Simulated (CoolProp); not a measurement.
A Linde-Hampson liquefier for ethane: isothermal reversible compression at 320 K from 1 atm to 25 MPa, throttling to 1 atm, return gas leaving the recuperator 2 K below the feed. Each further row changes one setting.

Computed with CoolProp (reference Helmholtz-energy equation of state, Bücker 2006).

| case | liquid yield per pass | compression work (kJ/kg of gas) |
|---|---|---|
| as stated | ___ | 378 |
| high pressure 50 MPa | ___ | ___ |
| warm-end temperature 350 K | ___ | ___ |
| warm-end gap 7 K | ___ | 378 |

Task: Fill in the missing entries.

Result: 
- as stated, liquid yield per pass: 0.465
- high pressure 50 MPa, liquid yield per pass: 0.448
- high pressure 50 MPa, compression work (kJ/kg of gas): 436
- warm-end temperature 350 K, liquid yield per pass: 0.386
- warm-end temperature 350 K, compression work (kJ/kg of gas): 443
- warm-end gap 7 K, liquid yield per pass: 0.458
